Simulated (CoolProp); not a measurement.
cis-2-butene along the isobar 16100 kPa: Z from the reference equation and from simpler models built on Tc = 162.6 °C, pc = 4236 kPa, ω = 0.202; each cubic takes its own stable root.

Computed with CoolProp (reference Helmholtz-energy equation of state, Lemmon 2005). It is a short technical equation, of lower accuracy than the large ones.

| T (°C) | phase | reference |
|---|---|---|
| 24.75 | liquid | 0.5729 |
| 45.05 | liquid | 0.5542 |
| 65.35 | liquid | 0.5396 |
| 85.55 | liquid | 0.5287 |
| 105.85 | liquid | 0.5214 |
| 126.15 | liquid | 0.5177 |
| 146.35 | liquid | 0.5180 |
| 166.65 | supercritical | 0.5228 |
| 186.95 | supercritical | 0.5326 |

Question: How far does each simpler model (van der Waals, Redlich-Kwong, Soave-Redlich-Kwong, Peng-Robinson) lie from the reference over these 9 states: mean and median of the absolute difference, and the worst?

Answer: 
- van der Waals: mean 44.8 %, median 45.9 %, worst +53.4 % at 24.75 °C and 16100 kPa
- Redlich-Kwong: mean 8.8 %, median 8.8 %, worst +9.1 % at 146.35 °C and 16100 kPa
- Soave-Redlich-Kwong: mean 7.7 %, median 7.2 %, worst +10.0 % at 186.95 °C and 16100 kPa
- Peng-Robinson: mean 3.8 %, median 4.5 %, worst -5.3 % at 45.05 °C and 16100 kPa
